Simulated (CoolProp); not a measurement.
R1234yf along the isobar 22.7 bar: Z from the reference equation and from simpler models built on Tc = 367.8 K, pc = 33.84 bar, ω = 0.276; each cubic takes its own stable root.

The numbers come from the reference Helmholtz-energy equation of state, Lemmon 2022 in CoolProp.

```
T (K)   phase  reference
-----  ------  ---------
221.6  liquid     0.1058
248.5  liquid    0.09972
275.4  liquid    0.09596
302.3  liquid    0.09465
329.2  liquid    0.09715
356.2     gas     0.6468
383.1     gas     0.7605
410       gas     0.8239
```

Problem. How far does each simpler model (van der Waals, Peng-Robinson) lie from the reference over these 8 states: mean and median of the absolute difference, and the worst?

Solution. 
- van der Waals: mean 44.5 %, median 67.6 %, worst +71.1 % at 329.2 K and 22.7 bar
- Peng-Robinson: mean 1.5 %, median 1.0 %, worst +4.3 % at 329.2 K and 22.7 bar
